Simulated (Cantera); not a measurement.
A perfectly stirred reactor is fed with CH₄ : O₂ : N₂ = 1 : 3.92 : 14.7 (molar parts), equivalence ratio 0.51, at 6.90 bar; it is adiabatic with a 300 K inlet, and is followed from long to short residence time, starting on the burning branch (τ in s: 0.078, 0.034, 0.015, 0.0067, 0.0029, 0.0013, 0.00057, 0.00025, 0.00011, 4.9e-05, 2.2e-05, 9.5e-06, 4.2e-06).

Detailed kinetics in Cantera: GRI-Mech 3.0 (53 species, 325 reactions).

One state of this run: T (K) = 1462; x CH₄ = 0.000420; x O₂ = 0.101; x NO = 2.47e-7; x NO₂ = 4.97e-8; x CO₂ = 0.0465. x: mole fraction; the columns are a selection and need not sum to one.

Problem. Which value of τ (s) does it belong to?
(A) 0.034
(B) 0.0067
(C) 0.015
(D) 9.5e-6

Solution. B, 0.0067
